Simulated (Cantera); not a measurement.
A perfectly stirred reactor is fed with 4.35 % CH4, 95.7 % N2, at 0.0582 atm; it is held at 1525 K, and followed from long to short residence time.

Computed with Cantera and GRI-Mech 3.0 (53 species, 325 reactions). GRI-Mech 3.0 stops at C3 and has no aromatics, soot or wall deposition, so with more carbon than oxygen in the feed, carbon stays in small species such as C2H2 where larger ones or solid carbon would form.

Problem. Predict: x(CH4) at τ = 5.30 s; x(CH2) at τ = 5.30 s; x(H2) at τ = 5.30 s; x(CH3) at τ = 5.30 s; x(C2H2) at τ = 5.30 s; x(CH4) at τ = 37.0 ms; x(CH2) at τ = 37.0 ms; x(H2) at τ = 37.0 ms; x(CH3) at τ = 37.0 ms; x(C2H2) at τ = 37.0 ms.

Solution. 
| Quantity | Value |
|---|---|
| x(CH4) at τ = 5.30 s | 0.0180 |
| x(CH2) at τ = 5.30 s | 2.14e-8 |
| x(H2) at τ = 5.30 s | 0.0363 |
| x(CH3) at τ = 5.30 s | 9.82e-5 |
| x(C2H2) at τ = 5.30 s | 0.0120 |
| x(CH4) at τ = 37.0 ms | 0.0433 |
| x(CH2) at τ = 37.0 ms | 7.05e-9 |
| x(H2) at τ = 37.0 ms | 0.000174 |
| x(CH3) at τ = 37.0 ms | 8.74e-5 |
| x(C2H2) at τ = 37.0 ms | 8.18e-6 |
